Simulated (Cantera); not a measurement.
**Premixed flame**

A freely propagating, adiabatic, planar premixed flame of 5.00 % CH₄, 1.45 % C₂H₆, 15.1 % O₂, 56.5 % N₂, 22.0 % H₂O, equivalence ratio 1.0, unburnt at 475 K and 13300 Pa; mixture-averaged transport, grid criteria slope 0.08 and curve 0.16, no radiation.

Computed with Cantera and GRI-Mech 3.0 (53 species, 325 reactions). Burning velocities carry a grid error of a few per cent, more on coarse grids.

```json
[
 {"z (mm)": "-10.4", "T (K)": "475", "u (m/s)": "0.636", "x CH₄": "0.0499", "x C₂H₆": "0.0145", "x O₂": "0.150", "x NO": "<1e-8", "x HO₂": "5.10e-8", "x HCO": "<1e-8"},
 {"z (mm)": "-6.95", "T (K)": "476", "u (m/s)": "0.638", "x CH₄": "0.0498", "x C₂H₆": "0.0145", "x O₂": "0.150", "x NO": "<1e-8", "x HO₂": "6.38e-7", "x HCO": "<1e-8"},
 {"z (mm)": "-5.22", "T (K)": "481", "u (m/s)": "0.646", "x CH₄": "0.0495", "x C₂H₆": "0.0144", "x O₂": "0.149", "x NO": "<1e-8", "x HO₂": "3.26e-6", "x HCO": "<1e-8"},
 {"z (mm)": "-3.48", "T (K)": "520", "u (m/s)": "0.702", "x CH₄": "0.0478", "x C₂H₆": "0.0142", "x O₂": "0.146", "x NO": "2.30e-8", "x HO₂": "2.74e-5", "x HCO": "<1e-8"},
 {"z (mm)": "-1.74", "T (K)": "820", "u (m/s)": "1.12", "x CH₄": "0.0368", "x C₂H₆": "0.0110", "x O₂": "0.123", "x NO": "3.72e-7", "x HO₂": "7.68e-5", "x HCO": "1.49e-7"},
 {"z (mm)": "-0.869", "T (K)": "1160", "u (m/s)": "1.61", "x CH₄": "0.0227", "x C₂H₆": "0.00534", "x O₂": "0.0915", "x NO": "9.48e-7", "x HO₂": "8.13e-5", "x HCO": "5.09e-6"},
 {"z (mm)": "0", "T (K)": "1484", "u (m/s)": "2.08", "x CH₄": "0.00622", "x C₂H₆": "0.000338", "x O₂": "0.0518", "x NO": "2.00e-6", "x HO₂": "5.42e-5", "x HCO": "2.90e-5"},
 {"z (mm)": "0.869", "T (K)": "1608", "u (m/s)": "2.25", "x CH₄": "0.000449", "x C₂H₆": "7.45e-7", "x O₂": "0.0287", "x NO": "3.34e-6", "x HO₂": "6.80e-6", "x HCO": "7.70e-6"},
 {"z (mm)": "1.74", "T (K)": "1640", "u (m/s)": "2.28", "x CH₄": "1.49e-5", "x C₂H₆": "<1e-8", "x O₂": "0.0212", "x NO": "4.14e-6", "x HO₂": "2.57e-6", "x HCO": "3.50e-7"},
 {"z (mm)": "3.48", "T (K)": "1674", "u (m/s)": "2.32", "x CH₄": "2.34e-8", "x C₂H₆": "<1e-8", "x O₂": "0.0174", "x NO": "4.81e-6", "x HO₂": "1.99e-6", "x HCO": "1.05e-8"},
 {"z (mm)": "6.95", "T (K)": "1716", "u (m/s)": "2.37", "x CH₄": "<1e-8", "x C₂H₆": "<1e-8", "x O₂": "0.0153", "x NO": "5.38e-6", "x HO₂": "1.62e-6", "x HCO": "<1e-8"},
 {"z (mm)": "13.9", "T (K)": "1768", "u (m/s)": "2.43", "x CH₄": "<1e-8", "x C₂H₆": "<1e-8", "x O₂": "0.0131", "x NO": "6.12e-6", "x HO₂": "1.24e-6", "x HCO": "<1e-8"},
 {"z (mm)": "27.8", "T (K)": "1823", "u (m/s)": "2.50", "x CH₄": "<1e-8", "x C₂H₆": "<1e-8", "x O₂": "0.0106", "x NO": "7.17e-6", "x HO₂": "8.66e-7", "x HCO": "<1e-8"}
]
```
x: mole fraction of selected species; z is measured from the peak of heat release.

* **laminar burning velocity**: 63.5 cm/s
* **thermal thickness**: 3.48 mm
* **peak x(HO₂)**: 8.40e-5
* **peak x(HCO)**: 2.92e-5
* **grid points**: 159
